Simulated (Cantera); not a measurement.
A Cantera script and what it prints.

```python
import numpy as np
import cantera as ct

gas_names = """
    H H2 Pb Pb2
""".split()
cond_names = """
    Pb(cr) Pb(L)
""".split()


# ... load() reads the species with a 1 bar reference pressure and builds the phases ...
atoms = {
    'Pb': {'Pb': 1},
    'H2': {'H': 2},
}
top_T = {}  # K; cautious upper limits of use, not melting points


# ... equilibrate(T, P, feed) seeds the gas with the atoms and calls Mixture.equilibrate('TP', solver="vcs", rtol=1e-11, max_steps=5000) ...
results = []
feed = {'Pb': 1, 'H2': 0.18}  # mol
P = 21  # Pa
for T in [475, 550, 625, 700, 775, 850, 925, 1000, 1075, 1150, 1225, 1300, 1375]:
    mix = equilibrate(T, P, feed)
    results.append((T, P, feed, dict(zip(mix.species_names, mix.species_moles))))
    x = sorted(zip(gas.X, gas.species_names), reverse=True)
    print(f"T = {T:g} K  P = {P:g} Pa  gas = {mix.phase_moles(0):.4g} mol")
    print("   x: " + "  ".join(f"{s} {v:.3e}" for v, s in x if v > 1e-05))
    print("   condensed (mol): " + ("  ".join(f"{mix.phase(i).name} {mix.phase_moles(i):.4g}"
          for i in range(1, mix.n_phases) if mix.phase_moles(i) > 1e-12) or "none"))
```

Result:

```
T = 475 K  P = 21 Pa  gas = 0.18 mol
   x: H2 1.000e+00
   condensed (mol): Pb(cr) 1
T = 550 K  P = 21 Pa  gas = 0.18 mol
   x: H2 1.000e+00
   condensed (mol): Pb(cr) 1
T = 625 K  P = 21 Pa  gas = 0.18 mol
   x: H2 1.000e+00
   condensed (mol): Pb(L) 1
T = 700 K  P = 21 Pa  gas = 0.18 mol
   x: H2 1.000e+00
   condensed (mol): Pb(L) 1
T = 775 K  P = 21 Pa  gas = 0.18 mol
   x: H2 9.999e-01  Pb 1.185e-04
   condensed (mol): Pb(L) 1
T = 850 K  P = 21 Pa  gas = 0.1803 mol
   x: H2 9.985e-01  Pb 1.516e-03
   condensed (mol): Pb(L) 0.9997
T = 925 K  P = 21 Pa  gas = 0.1823 mol
   x: H2 9.873e-01  Pb 1.272e-02
   condensed (mol): Pb(L) 0.9977
T = 1000 K  P = 21 Pa  gas = 0.195 mol
   x: H2 9.229e-01  Pb 7.712e-02
   condensed (mol): Pb(L) 0.985
T = 1075 K  P = 21 Pa  gas = 0.282 mol
   x: H2 6.384e-01  Pb 3.616e-01
   condensed (mol): Pb(L) 0.898
T = 1150 K  P = 21 Pa  gas = 1.18 mol
   x: Pb 8.474e-01  H2 1.525e-01  Pb2 1.138e-05
   condensed (mol): none
T = 1225 K  P = 21 Pa  gas = 1.18 mol
   x: Pb 8.474e-01  H2 1.525e-01
   condensed (mol): none
T = 1300 K  P = 21 Pa  gas = 1.18 mol
   x: Pb 8.474e-01  H2 1.525e-01  H 2.981e-05
   condensed (mol): none
T = 1375 K  P = 21 Pa  gas = 1.18 mol
   x: Pb 8.474e-01  H2 1.525e-01  H 9.233e-05
   condensed (mol): none
```

These are equilibrium values from Cantera (NASA tables, ideal gas, pure condensed phases), not measurements of a reactor.
